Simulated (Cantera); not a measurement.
Input (Python, Cantera) and output of one run.

```python
import numpy as np
import cantera as ct

gas_names = """
    AL ALCL ALCL2 ALCL3 ALH ALN AL2 AL2CL6 CL CL2 H HCL H2 N NH NH2 NH3 N2 N2H2 N2H4
""".split()
cond_names = """
    AL(cr) AL(L) ALCL3(s) ALCL3(L) ALN(s) NH4CL(a) NH4CL(b)
""".split()


# ... load() reads the species with a 1 bar reference pressure and builds the phases ...
atoms = {
    'AlN': {'AL': 1, 'N': 1},
    'Cl2': {'CL': 2},
    'N2': {'N': 2},
    'HCl': {'H': 1, 'CL': 1},
}
top_T = {'ALN(s)': 2750}  # K; cautious upper limits of use, not melting points


# ... equilibrate(T, P, feed) seeds the gas with the atoms and calls Mixture.equilibrate('TP', solver="vcs", rtol=1e-11, max_steps=5000) ...
results = []
feed = {'AlN': 1, 'Cl2': 1.1, 'N2': 1.5, 'HCl': 0.049}  # mol
P = 8900  # Pa
for T in [873, 948, 1023, 1098, 1173, 1248, 1323, 1398]:
    mix = equilibrate(T, P, feed)
    results.append((T, P, feed, dict(zip(mix.species_names, mix.species_moles))))
    x = sorted(zip(gas.X, gas.species_names), reverse=True)
    print(f"T = {T:g} K  P = {P:g} Pa  gas = {mix.phase_moles(0):.4g} mol")
    print("   x: " + "  ".join(f"{s} {v:.3e}" for v, s in x if v > 0.001))
    print("   condensed (mol): " + ("  ".join(f"{mix.phase(i).name} {mix.phase_moles(i):.4g}"
          for i in range(1, mix.n_phases) if mix.phase_moles(i) > 1e-12) or "none"))
```

Output:

```
T = 873 K  P = 8900 Pa  gas = 2.636 mol
   x: N2 7.089e-01  ALCL3 2.698e-01  HCL 1.419e-02  AL2CL6 4.921e-03  H2 2.200e-03
   condensed (mol): ALN(s) 0.2628
T = 948 K  P = 8900 Pa  gas = 2.645 mol
   x: N2 7.065e-01  ALCL3 2.759e-01  HCL 1.390e-02  H2 2.311e-03  AL2CL6 1.444e-03
   condensed (mol): ALN(s) 0.2626
T = 1023 K  P = 8900 Pa  gas = 2.648 mol
   x: N2 7.058e-01  ALCL3 2.776e-01  HCL 1.365e-02  H2 2.427e-03
   condensed (mol): ALN(s) 0.2624
T = 1098 K  P = 8900 Pa  gas = 2.648 mol
   x: N2 7.057e-01  ALCL3 2.782e-01  HCL 1.343e-02  H2 2.534e-03
   condensed (mol): ALN(s) 0.2622
T = 1173 K  P = 8900 Pa  gas = 2.649 mol
   x: N2 7.056e-01  ALCL3 2.784e-01  HCL 1.324e-02  H2 2.629e-03
   condensed (mol): ALN(s) 0.262
T = 1248 K  P = 8900 Pa  gas = 2.649 mol
   x: N2 7.055e-01  ALCL3 2.783e-01  HCL 1.307e-02  H2 2.714e-03
   condensed (mol): ALN(s) 0.2616
T = 1323 K  P = 8900 Pa  gas = 2.65 mol
   x: N2 7.054e-01  ALCL3 2.779e-01  HCL 1.291e-02  H2 2.790e-03
   condensed (mol): ALN(s) 0.2608
T = 1398 K  P = 8900 Pa  gas = 2.653 mol
   x: N2 7.051e-01  ALCL3 2.765e-01  HCL 1.275e-02  H2 2.857e-03  ALCL2 2.551e-03
   condensed (mol): ALN(s) 0.2589
```

Cantera equilibrium calculation (NASA polynomials, part measured and part estimated; ideal gas, pure solids and liquids). The tables' values for AlCl2 are old estimates; treat these amounts as uncertain.
